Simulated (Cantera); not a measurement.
An isothermal plug-flow reactor at 500 K and 668 Torr (inlet), inlet velocity 4 m/s, active area per volume 150 1/m; feed H₂ : O₂ : N₂ : H₂O = 0.0043 : 0.033 : 0.79 : 0.02 (molar parts).

Computed with Cantera and Deutschmann's 1995 Pt surface mechanism with GRI-Mech 3.0 gas chemistry. Catalytic surfaces can have several steady states; this one follows from the mechanism file's or the stated starting coverage. Mass transfer to the wall is taken as infinitely fast.

Predict: x(H₂) at z = 0.015 m; x(O₂) at z = 0.015 m; x(H₂O) at z = 0.015 m; θ(free Pt) at the exit; θ(O*) at the exit; θ(OH*) at the exit.


| Property | Value |
|---|---|
| x(H₂) at z = 0.015 m | 0.00127 |
| x(O₂) at z = 0.015 m | 0.0371 |
| x(H₂O) at z = 0.015 m | 0.0275 |
| θ(free Pt) at the exit | 0.0501 |
| θ(O*) at the exit | 0.907 |
| θ(OH*) at the exit | 0.0430 |
